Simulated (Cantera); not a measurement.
Ammonia decomposition in nitride growth gas

A perfectly stirred reactor is fed with 67.1 % NH3, 32.9 % H2, at 68.3 Torr; it is held at 1550 K, and followed from long to short residence time.

Model: the gas-phase N/H chemistry of the illustrative SiF4/NH3 mechanism in the Surface Chemkin manual (1991), integrated in Cantera. Walls and surfaces, which speed up NH3 decomposition in real reactors, are not modelled.

| τ (s) | x NH3 | x H2 | x H | x N2H2 | x N2H4 |
|---|---|---|---|---|---|
| 23 | 0.521 | 0.434 | 2.21e-5 | 3.47e-7 | 1.84e-8 |
| 5.9 | 0.623 | 0.362 | 1.74e-5 | 4.68e-7 | 2.34e-8 |
| 1.5 | 0.658 | 0.338 | 1.58e-5 | 5.07e-7 | 2.49e-8 |
| 0.40 | 0.668 | 0.331 | 1.51e-5 | 4.94e-7 | 2.42e-8 |
| 0.10 | 0.670 | 0.329 | 1.35e-5 | 3.98e-7 | 1.97e-8 |
| 0.027 | 0.671 | 0.329 | 8.72e-6 | 1.60e-7 | 8.27e-9 |
| 0.0069 | 0.671 | 0.329 | 2.69e-6 | 1.40e-8 | 7.88e-10 |
| 0.0018 | 0.671 | 0.329 | 7.08e-7 | 8.63e-10 | 5.33e-11 |
| 0.00046 | 0.671 | 0.329 | 1.82e-7 | 4.14e-11 | 3.22e-12 |
x: mole fraction; the columns are a selection and need not sum to one.
